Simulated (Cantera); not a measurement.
Feed: 1 mol borazine, a varied amount of O₂, 3.8 mol N₂, held at 2123.15 K and 14000 Pa.

Method: chemical equilibrium by Gibbs-energy minimisation in Cantera with the NASA 1993 tables (ideal gas, pure condensed phases). Candidate condensed phases: B, BN, B₂O₃, B₃O₃H₃, H₂O; 39 gas species. The feed counts by its element totals alone. Kinetics and transport are ignored.

Question: What share of the B ends up in condensed phases as a function of n(O₂) (mol), at 0.17, 0.25, 0.37, 0.54, 0.79, 1.1, 1.7, 2.4, 3.6?

Answer: 
| n(O₂) (mol) | B condensed (%) | as |
|---|---|---|
| 0.17 | 89.1 | BN(s) |
| 0.25 | 84.2 | BN(s) |
| 0.37 | 77.0 | BN(s) |
| 0.54 | 67.1 | BN(s) |
| 0.79 | 52.7 | BN(s) |
| 1.1 | 35.3 | BN(s) |
| 1.7 | 2.1 | BN(s) |
| 2.4 | 0.0 | - |
| 3.6 | 0.0 | - |
